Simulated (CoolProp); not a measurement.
A single-stage vapour-compression cycle with isobutane: evaporating at 274.15 K (dew point), condensing at 305.15 K (bubble point), superheat 5 K, subcooling 0 K, compressor efficiency 0.8, no pressure losses. Each further row changes one setting.

Computed with CoolProp (reference Helmholtz-energy equation of state, Bücker 2006).

| case | cooling COP | pressure ratio | discharge temperature (K) | refrigerating effect (kJ/kg) | volumetric capacity (kJ/m³) |
|---|---|---|---|---|---|
| as stated | ? | 2.63 | 312.3 | 288 | 1240 |
| evaporating temperature 279.15 K | ? | ? | 311.6 | ? | 1490 |
| condensing temperature 300.15 K | 7.54 | 2.29 | 307.3 | 300 | 1290 |
| subcooling 5 K | ? | 2.63 | 312.3 | 300 | 1290 |
| superheat 15 K | 6.24 | 2.63 | ? | 304 | ? |
| compressor efficiency 0.7 | 5.39 | 2.63 | ? | 288 | 1240 |

Problem. Fill in the missing entries.

Solution. 
- as stated, cooling COP: 6.16
- evaporating temperature 279.15 K, cooling COP: 7.64
- evaporating temperature 279.15 K, pressure ratio: 2.22
- evaporating temperature 279.15 K, refrigerating effect (kJ/kg): 295
- subcooling 5 K, cooling COP: 6.43
- superheat 15 K, discharge temperature (K): 322.2
- superheat 15 K, volumetric capacity (kJ/m³): 1260
- compressor efficiency 0.7, discharge temperature (K): 315.9
